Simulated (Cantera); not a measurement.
# Ta + H₂O (tantalum, niobium, vanadium and zirconium in process gases)

A closed system holds: 1 mol Ta, 0.047 mol H₂O, at 5.20 Pa.

Method: chemical equilibrium by Gibbs-energy minimisation in Cantera with the NASA 1993 tables (ideal gas, pure condensed phases). Candidate condensed phases: H₂O, Ta, Ta₂O₅; 12 gas species. Mutual solubility and eutectic melting of coexisting phases are not modelled. Condensed phases not in the tables: N, O or C dissolved in the metal. Kinetics and transport are ignored.

```csv
T (°C),x H₂,x H,x TaO,x TaO₂,x H₂O,x O,x OH,n Ta(s),n Ta₂O₅(s),n Ta₂O₅(l)
1627,0.891,0.104,0.000624,0.00323,0.00103,8.62e-7,9.85e-6,0.981,0.00932,0
1727,0.776,0.199,0.00387,0.0202,0.00142,6.80e-6,3.63e-5,0.981,0.00891,0
1827,0.557,0.322,0.0195,0.0998,0.00150,4.27e-5,0.000103,0.979,0,0.00652
1927,0.293,0.423,0.0612,0.222,0.000811,0.000164,0.000163,0.974,0,0
2027,0.170,0.553,0.106,0.170,0.000293,0.000342,0.000154,0.971,0,0
2127,0.0828,0.635,0.164,0.118,8.72e-5,0.000631,0.000123,0.967,0,0
2227,0.0364,0.665,0.226,0.0712,2.25e-5,0.00102,8.51e-5,0.962,0,0
2327,0.0158,0.670,0.276,0.0369,5.43e-6,0.00145,5.31e-5,0.958,0,0
```
x: gas mole fraction; n: condensed amount in mol.

From 1627 °C to 1727 °C the condensed part is Ta(s) + Ta₂O₅(s). At 1827 °C the condensed part is Ta(s) + Ta₂O₅(l). From 1927 °C to 2327 °C the condensed part is Ta(s). The main Ta-bearing gas is TaO₂ at 1627 °C and TaO at 2327 °C. The share of Ta in condensed phases is highest at 1627 °C (100.0 %) and lowest at 2327 °C (95.8 %).
